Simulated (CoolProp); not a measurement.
Vapour-liquid equilibrium of ethanol (1) + dimethyl carbonate (2) at 1.87 MPa; x and y are mole fractions of (1).

Values from CoolProp's multi-fluid Helmholtz-energy mixture model, Schroeder 2014 and Zhou 2011; pair parameters Bell 2016.

| x | bubble temperature (K) | y at the bubble point | dew temperature at overall composition x (K) | liquid density (mol/L) |
|---|---|---|---|---|
| 0.05 | 485.1 | 0.129 | 489.7 | 8.586 |
| 0.125 | 476.4 | 0.275 | 485.3 | 8.899 |
| 0.2 | 470.0 | 0.384 | 480.9 | 9.185 |
| 0.275 | 465.2 | 0.468 | 476.5 | 9.459 |
| 0.35 | 461.5 | 0.535 | 472.0 | 9.732 |
| 0.425 | 458.6 | 0.592 | 467.7 | 10.01 |
| 0.5 | 456.3 | 0.643 | 463.4 | 10.31 |
| 0.575 | 454.5 | 0.689 | 459.5 | 10.63 |
| 0.65 | 453.1 | 0.734 | 456.0 | 10.98 |
| 0.725 | 451.9 | 0.781 | 453.3 | 11.36 |
| 0.8 | 451.1 | 0.830 | 451.5 | 11.78 |
| 0.875 | 450.5 | 0.885 | 450.6 | 12.24 |
| 0.95 | 450.4 | 0.950 | 450.4 | 12.73 |

y crosses x between x = 0.875 and 0.95: the model has an azeotrope there.

Pair parameters are fitted to limited data, so mixtures are less certain than the pure fluids.
